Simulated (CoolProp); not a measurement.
A Linde-Hampson liquefier for methane: isothermal reversible compression at 300 K from 1 atm to 15 MPa, throttling to 1 atm, return gas leaving the recuperator 5 K below the feed. Each further row changes one setting.

The numbers come from the reference Helmholtz-energy equation of state, Setzmann 1991 in CoolProp.

| case | liquid yield per pass | compression work (kJ/kg of gas) |
|---|---|---|
| as stated | (withheld) | 742 |
| high pressure 30 MPa | (withheld) | (withheld) |
| warm-end temperature 330 K | 0.107 | (withheld) |
| warm-end gap 10 K | (withheld) | 742 |

Question: Fill in the missing entries.

Answer: 
- as stated, liquid yield per pass: 0.147
- high pressure 30 MPa, liquid yield per pass: 0.226
- high pressure 30 MPa, compression work (kJ/kg of gas): 833
- warm-end temperature 330 K, compression work (kJ/kg of gas): 829
- warm-end gap 10 K, liquid yield per pass: 0.137
